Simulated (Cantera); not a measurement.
Input: 1 mol CCl4, 0.075 mol Si, 0.11 mol H2, equilibrated at 2175 °C and 59.0 Pa.

Cantera equilibrium calculation (NASA polynomials, part measured and part estimated; ideal gas, pure solids and liquids). Candidate condensed phases: C, C6H6, C7H8, C8H18, Si, SiC; 109 gas species. The tables' values for SiCl, SiCl3 are old estimates; treat these amounts as uncertain. Kinetics and transport are ignored.

Base state: Cl 0.928, HCl 0.0348, H 0.0179, Si 0.00853, SiCl2 0.00617, SiC2 0.00190, SiCl 0.00168, H2 0.000477 (mole fractions); condensed: C(graphite).

Task: What changes in the equilibrium state with this change: temperature from 2175 °C to 1452 °C?

Result: 
```
species             before    after
----------------  --------  -------
Cl                   0.928    0.911
HCl                 0.0348   0.0586
SiCl4              2.51e-8   0.0156
H                   0.0179  2.91e-6
Cl2                5.63e-5   0.0102
Si                 0.00853    <1e-9
SiC2               0.00190    <1e-9
C3                0.000369    <1e-9
C                 0.000136    <1e-9
SiCl               0.00168  1.28e-8
C(graphite), mol     0.979    1.000
```
The tables' values for SiCl3 are old estimates; treat these amounts as uncertain.

Task: What changes in the equilibrium state with this change: temperature from 2175 °C to 1925 °C?

Result: 
```json
[
 {"species": "Cl", "before": "0.928", "after": "0.925"},
 {"species": "HCl", "before": "0.0348", "after": "0.0535"},
 {"species": "SiCl2", "before": "0.00617", "after": "0.0182"},
 {"species": "H", "before": "0.0179", "after": "0.00221"},
 {"species": "SiC2", "before": "0.00190", "after": "1.79e-5"},
 {"species": "C2", "before": "3.36e-5", "after": "3.43e-7"},
 {"species": "C3", "before": "0.000369", "after": "3.93e-6"},
 {"species": "C", "before": "0.000136", "after": "2.50e-6"},
 {"species": "Si", "before": "0.00853", "after": "0.000188"},
 {"species": "C(graphite), mol", "before": "0.979", "after": "1.000"}
]
```
